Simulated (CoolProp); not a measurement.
Computed with CoolProp (reference Helmholtz-energy equation of state, Lemmon 2009).

Problem. Give the vapour pressure (MPa), enthalpy of vaporisation (kJ/kg), liquid cp (kJ/(kg K)) of saturated propane at -78.45, -68.95, 36.15 °C.

Solution. 
| T (°C) | p (MPa) | enthalpy of vaporisation (kJ/kg) | liquid cp (kJ/(kg K)) |
|---|---|---|---|
| -78.45 | 0.0144 | 461 | 2.11 |
| -68.95 | 0.0260 | 452 | 2.14 |
| 36.15 | 1.25 | 315 | 2.86 |
